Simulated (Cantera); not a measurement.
## Gas-phase reforming

An isothermal, constant-pressure homogeneous reactor starts with 53.8 % CH4, 46.2 % CO2, at 2050 K and 5.00 bar.

Detailed kinetics in Cantera: GRI-Mech 3.0 (53 species, 325 reactions).

```tsv
t (s)	x CH4	x CO2	x C2H6	x HO2	x C2H	x CH3
1.00e-6	0.529	0.461	0.000368	2.97e-12	3.01e-10	0.00568
3.32e-6	0.498	0.455	0.00339	5.15e-12	4.57e-8	0.0113
1.10e-5	0.371	0.418	0.00427	1.37e-11	1.03e-6	0.0115
3.67e-5	0.206	0.330	0.00105	2.82e-11	3.41e-6	0.00587
0.000122	0.0873	0.206	0.000210	3.90e-11	5.09e-6	0.00268
0.000405	0.0284	0.0724	3.15e-5	3.67e-11	6.14e-6	0.00106
0.00134	0.0173	0.0350	1.08e-5	1.73e-11	4.60e-6	0.000620
0.00446	0.0122	0.0191	4.32e-6	4.22e-12	2.55e-6	0.000387
0.0148	0.00700	0.00743	1.29e-6	<1e-12	1.27e-6	0.000205
0.0493	0.00379	0.00164	4.07e-7	<1e-12	6.97e-7	0.000107
0.164	0.00281	6.93e-5	2.46e-7	<1e-12	5.47e-7	7.82e-5
0.544	0.00277	3.80e-6	2.40e-7	<1e-12	5.41e-7	7.70e-5
1.81	0.00277	3.80e-6	2.40e-7	<1e-12	5.41e-7	7.69e-5
6.00	0.00277	3.80e-6	2.40e-7	<1e-12	5.41e-7	7.69e-5
```
x: mole fraction; the columns are a selection and need not sum to one.

Equilibrium at this temperature and pressure: CH4 0.00277, CO2 3.84e-6, C2H6 2.40e-7, HO2 <1e-12, C2H 5.41e-7, CH3 7.70e-5 (gas phase only).
